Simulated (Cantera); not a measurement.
**Hydrocarbon pyrolysis for carbon deposition**

A perfectly stirred reactor is fed with C₂H₆ : N₂ = 1 : 2.8 (molar parts), at 1.70 bar; it is held at 1673 K, and followed from long to short residence time.

Detailed kinetics in Cantera: GRI-Mech 3.0 (53 species, 325 reactions). GRI-Mech 3.0 stops at C3 and has no aromatics, soot or wall deposition, so with more carbon than oxygen in the feed, carbon stays in small species such as C2H2 where larger ones or solid carbon would form.

```tsv
τ (s)	x C₂H₆	x H	x H₂	x C₂H₄	x CH₂	x CH₄
24	8.18e-6	4.97e-5	0.318	0.00523	1.00e-8	0.0202
7.2	9.69e-6	4.99e-5	0.317	0.00520	1.08e-8	0.0214
2.2	1.45e-5	5.04e-5	0.313	0.00514	1.30e-8	0.0247
0.68	2.96e-5	5.18e-5	0.305	0.00504	1.84e-8	0.0318
0.21	7.48e-5	5.52e-5	0.291	0.00501	3.08e-8	0.0435
0.064	0.000202	6.34e-5	0.275	0.00543	5.81e-8	0.0566
0.020	0.000517	7.99e-5	0.263	0.00694	1.16e-7	0.0663
0.0060	0.00132	0.000108	0.251	0.0108	2.47e-7	0.0730
0.0018	0.00339	0.000145	0.235	0.0194	5.30e-7	0.0791
```
x: mole fraction; the columns are a selection and need not sum to one.
